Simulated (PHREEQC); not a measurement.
A solution holds 0.0026 mol/kgw CdCl2, 5.2e-05 mol/kgw ZnCl2 and 4.8e-05 mol/kgw NaF, at 84 °C. Closed to the air; pH follows from the charge balance.

Computed with PHREEQC (ion-association model, wateq4f.dat).

| quantity | before | after |
|---|---|---|
| pH | 5.62 | 5.85 |
| ionic strength (mol/kgw) | 0.00661 | 0.000202 |
| Cl- (mol/kgw) | 0.00460 | 0.000104 |

**Question.** Which change was made?
A. 0.00015 mol/kgw NaOH added
B. NaF left out
C. CdCl2 from 0.0026 to 0.00026 mol/kgw
D. ZnCl2 replaced by PbCl2 at the same molality
E. CdCl2 left out

**Answer.** E, CdCl2 left out

This is a speciation only: nothing precipitates in the calculation. Away from 25 °C the constants follow the database's enthalpies or fits; those with neither stay at their 25 °C values.
